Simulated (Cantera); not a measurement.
Cantera run:

```python
import numpy as np
import cantera as ct

gas_names = """
    CL CL2 H HCL H2 Si SiCL SiCL2 SiCL3 SiCL4 SiH SiHCL3 SiH2 SiH2CL2 SiH3 SiH3CL SiH4 Si2 Si3
""".split()
cond_names = """
    Si(cr) Si(L)
""".split()


# ... load() reads the species with a 1 bar reference pressure and builds the phases ...
atoms = {
    'SiCl4': {'Si': 1, 'CL': 4},
    'Cl2': {'CL': 2},
    'H2': {'H': 2},
}
top_T = {}  # K; cautious upper limits of use, not melting points


# ... equilibrate(T, P, feed) seeds the gas with the atoms and calls Mixture.equilibrate('TP', solver="vcs", rtol=1e-11, max_steps=5000) ...
results = []
T = 800  # K
P = 20000  # Pa
for m in [37, 48, 61, 78, 99, 130, 160, 210, 260, 330]:
    feed = {'SiCl4': 1, 'Cl2': 0.17, 'H2': m}  # mol
    mix = equilibrate(T, P, feed)
    results.append((T, P, feed, dict(zip(mix.species_names, mix.species_moles))))

top = {s: max(r[3][s] / sum(r[3][g] for g in gas_names) for r in results) for s in gas_names}
cols = sorted((s for s in top if top[s] > 0.001), key=lambda s: -top[s])[:7]
seen = [c for c in cond_names if any(r[3].get(c, 0) > 1e-12 for r in results)]
print("log10 of partial pressures in bar; condensed amounts in mol")
print(f"{'n(H2)':>10s}" + "".join(f"{s[:9]:>10s}" for s in cols + seen))
for T, P, feed, n in results:
    ng = sum(n[g] for g in gas_names)
    print(f"{feed['H2']:10.4g}" + "".join(f"{np.log10(max(n[s] / ng * P / 1e5, 1e-99)):10.3f}" for s in cols)
          + "".join(f"{n.get(c, 0):10.4g}" for c in seen))
```

Result:

```
log10 of partial pressures in bar; condensed amounts in mol
     n(H2)        H2     SiCL4       HCL    SiHCL3
        37    -0.715    -2.314    -2.663    -3.411
        48    -0.712    -2.432    -2.755    -3.433
        61    -0.709    -2.543    -2.839    -3.457
        78    -0.707    -2.658    -2.923    -3.486
        99    -0.706    -2.773    -3.004    -3.518
       130    -0.704    -2.905    -3.094    -3.559
       160    -0.703    -3.009    -3.162    -3.593
       210    -0.702    -3.147    -3.250    -3.643
       260    -0.702    -3.258    -3.319    -3.685
       330    -0.701    -3.384    -3.394    -3.735
```

Method: chemical equilibrium by Gibbs-energy minimisation in Cantera with the NASA 1993 tables (ideal gas, pure condensed phases).
